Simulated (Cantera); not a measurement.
Thermodynamics of iron carbonyl, mercury and lead vapours, feed PbO + N₂

Feed: 1 mol PbO, 0.21 mol N₂, at 79.0 Pa.

These are equilibrium values from Cantera (NASA tables, ideal gas, pure condensed phases), not measurements of a reactor. Candidate condensed phases: Pb, PbO, PbO₂, Pb₃O₄; 12 gas species. Rates play no part.

```
T (K)  x N₂     x PbO      x Pb      x O₂      x NO  n PbO(red)  n PbO(yellow)
-----  ----  --------  --------  --------  --------  ----------  -------------
523    1.00    <1e-12    <1e-12    <1e-12    <1e-12        1.00              0
573    1.00    <1e-12    <1e-12  2.05e-11    <1e-12        1.00              0
623    1.00    <1e-12    <1e-12  2.81e-11    <1e-12        1.00              0
673    1.00  2.98e-11  1.01e-11  4.67e-12    <1e-12        1.00              0
723    1.00  9.81e-10  2.88e-10  1.37e-10  1.34e-11        1.00              0
773    1.00   2.03e-8   5.30e-9   2.57e-9  1.55e-10           0           1.00
823    1.00   2.88e-7   6.82e-8   3.36e-8   1.32e-9           0           1.00
```
x: gas mole fraction; n: condensed amount in mol.

From 523 K to 723 K the condensed part is PbO(red). From 773 K to 823 K the condensed part is PbO(yellow).
